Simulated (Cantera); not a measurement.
Input (Python, Cantera) and output of one run.

```python
import numpy as np
import cantera as ct

gas_names = [...]  # 123 gases of nasa_gas.yaml made of C, H, O, Si
cond_names = """
    C(gr) C6H6(L) C7H8(L) C8H18(L),n-octa H2O(s) H2O(L) Si(cr) Si(L) SiC(b) SiO2(Lqz) SiO2(hqz) SiO2(L)
""".split()


# ... load() reads the species with a 1 bar reference pressure and builds the phases ...
atoms = {
    'SiC': {'Si': 1, 'C': 1},
    'O2': {'O': 2},
    'H2': {'H': 2},
}
top_T = {'C(gr)': 4500, 'SiC(b)': 3050}  # K; cautious upper limits of use, not melting points


# ... equilibrate(T, P, feed) seeds the gas with the atoms and calls Mixture.equilibrate('TP', solver="vcs", rtol=1e-11, max_steps=5000) ...
results = []
feed = {'SiC': 1, 'O2': 0.0017, 'H2': 400}  # mol
P = 133.322  # Pa
for T in [900, 1000, 1100, 1200, 1300, 1400, 1500, 1600, 1700, 1800, 1900, 2000, 2100]:
    mix = equilibrate(T, P, feed)
    results.append((T, P, feed, dict(zip(mix.species_names, mix.species_moles))))

top = {s: max(r[3][s] / sum(r[3][g] for g in gas_names) for r in results) for s in gas_names}
cols = sorted((s for s in top if top[s] > 1e-06), key=lambda s: -top[s])[:8]
seen = [c for c in cond_names if any(r[3].get(c, 0) > 1e-12 for r in results)]
print("log10 of partial pressures in bar; condensed amounts in mol")
print(f"{'T/K':>10s}" + "".join(f"{s[:9]:>10s}" for s in cols + seen))
for T, P, feed, n in results:
    ng = sum(n[g] for g in gas_names)
    print(f"{T:10.4g}" + "".join(f"{np.log10(max(n[s] / ng * P / 1e5, 1e-99)):10.3f}" for s in cols)
          + "".join(f"{n.get(c, 0):10.4g}" for c in seen))
```

Output:

```
log10 of partial pressures in bar; condensed amounts in mol
       T/K        H2         H        Si C2H2,acet      SiC2      Si2C       SiH        CO     C(gr)    SiC(b) SiO2(hqz)
       900    -2.875   -11.370   -20.194   -17.107   -30.715   -26.526   -19.347   -11.658         0    0.9983  0.001699
      1000    -2.875   -10.082   -17.612   -14.915   -26.294   -23.052   -17.207    -9.226         0    0.9984    0.0016
      1100    -2.875    -9.025   -14.806   -14.516   -23.379   -19.521   -14.764    -8.286         0    0.9982 2.675e-05
      1200    -2.875    -8.142   -12.914   -13.298   -20.512   -17.030   -13.175    -8.268         0    0.9982         0
      1300    -2.875    -7.394   -11.314   -12.270   -18.090   -14.927   -11.833    -8.261         0    0.9982         0
      1400    -2.875    -6.751    -9.949   -11.383   -16.015   -13.134   -10.689    -8.250         0    0.9982         0
      1500    -2.875    -6.192    -8.825   -10.500   -14.163   -11.643    -9.757    -8.188         0     0.998         0
      1600    -2.876    -5.703    -8.090    -9.235   -12.299   -10.588    -9.189    -8.019         0    0.9967         0
      1700    -2.877    -5.270    -7.520    -7.965   -10.579    -9.740    -8.769    -7.962         0    0.9899         0
      1800    -2.879    -4.886    -6.852    -7.164    -9.217    -8.826    -8.235    -7.956         0    0.9542         0
      1900    -2.885    -4.543    -6.223    -6.516    -8.033    -7.979    -7.727    -7.956         0    0.8023         0
      2000    -2.896    -4.237    -5.622    -6.010    -7.005    -7.184    -7.238    -7.960    0.1392    0.1748         0
      2100    -2.914    -3.963    -5.535    -5.849    -6.821    -7.523    -7.258    -7.966         0         0         0
```

Equilibrium computed with Cantera from the NASA thermochemical tables; the gas is ideal and each condensed phase is pure. Mutual solubility and eutectic melting of coexisting phases are not modelled.
